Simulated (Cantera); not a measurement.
# Pb + H2O + N2 + O2 (metals in furnace atmospheres)

Input: 1 mol Pb, 0.95 mol H2O, 7 mol N2, 0.6 mol O2, held at 89.0 mbar.

Cantera equilibrium calculation (NASA polynomials, part measured and part estimated; ideal gas, pure solids and liquids). Candidate condensed phases: H2O, Pb, PbO, PbO2, Pb3O4; 27 gas species. Gases not in the tables: (PbO)n polymers. The numbers say what is thermodynamically allowed, not how fast it happens.

| T (°C) | log p N2 | log p H2O | log p PbO | log p Pb | log p O2 | n PbO(red) | n PbO(yellow) | n PbO(l) |
|---|---|---|---|---|---|---|---|---|
| 400 | -1.11 | -1.98 | <-13 | <-13 | -2.96 | 1.00 | 0 | 0 |
| 500 | -1.11 | -1.98 | -10.79 | <-13 | -2.96 | 0 | 1.00 | 0 |
| 600 | -1.11 | -1.98 | -8.63 | -12.61 | -2.96 | 0 | 1.00 | 0 |
| 700 | -1.11 | -1.98 | -6.92 | -10.12 | -2.96 | 0 | 1.000 | 0 |
| 800 | -1.11 | -1.98 | -5.54 | -8.11 | -2.96 | 0 | 1.000 | 0 |
| 900 | -1.11 | -1.98 | -4.41 | -6.47 | -2.96 | 0 | 0 | 0.996 |
| 1000 | -1.11 | -1.98 | -3.55 | -5.16 | -2.96 | 0 | 0 | 0.974 |
| 1100 | -1.12 | -1.99 | -2.83 | -4.06 | -2.95 | 0 | 0 | 0.855 |
| 1200 | -1.15 | -2.02 | -2.21 | -3.16 | -2.87 | 0 | 0 | 0.319 |
| 1300 | -1.17 | -2.03 | -2.09 | -2.81 | -2.76 | 0 | 0 | 0 |
| 1400 | -1.17 | -2.04 | -2.13 | -2.64 | -2.68 | 0 | 0 | 0 |
| 1500 | -1.17 | -2.04 | -2.18 | -2.51 | -2.61 | 0 | 0 | 0 |
| 1600 | -1.17 | -2.04 | -2.25 | -2.40 | -2.55 | 0 | 0 | 0 |
| 1700 | -1.18 | -2.05 | -2.32 | -2.32 | -2.50 | 0 | 0 | 0 |
log p: log10 of the partial pressure in bar; n: condensed amount in mol.

At 400 °C the condensed part is PbO(red). From 500 °C to 800 °C the condensed part is PbO(yellow). From 900 °C to 1200 °C the condensed part is PbO(l). From 1300 °C to 1700 °C nothing is condensed.
